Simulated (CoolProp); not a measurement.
Properties of octamethylcyclotetrasiloxane (D4) along the isobar 2.02 MPa.

Computed with CoolProp (reference Helmholtz-energy equation of state, Thol 2015).

| T (K) | phase | density (kg/m³) | cp (kJ/(kg K)) | cv (kJ/(kg K)) | isothermal compressibility (1/MPa) | expansivity (1/kK) |
|---|---|---|---|---|---|---|
| 302.4 | liquid | 948.8 | 1.676 | 1.383 | 0.001524 | 1.183 |
| 335.2 | liquid | 911.8 | 1.734 | 1.448 | 0.001996 | 1.246 |
| 368 | liquid | [?] | 1.800 | 1.521 | [?] | 1.330 |
| 400.8 | liquid | 835.4 | 1.872 | 1.598 | 0.003640 | 1.443 |
| 433.5 | liquid | 795.0 | 1.947 | 1.676 | 0.005129 | 1.598 |
| 466.3 | liquid | 751.8 | 2.026 | 1.754 | 0.007576 | [?] |
| 499.1 | liquid | 704.4 | 2.109 | 1.829 | 0.01202 | 2.179 |
| 531.9 | liquid | 649.7 | 2.204 | 1.901 | 0.02156 | 2.824 |
| 564.7 | liquid | 580.1 | 2.339 | 1.971 | 0.05004 | 4.349 |

Problem. Fill in the missing entries.

Solution. 
- 368, density (kg/m³): 874.2
- 368, isothermal compressibility (1/MPa): 0.002664
- 466.3, expansivity (1/kK): 1.823
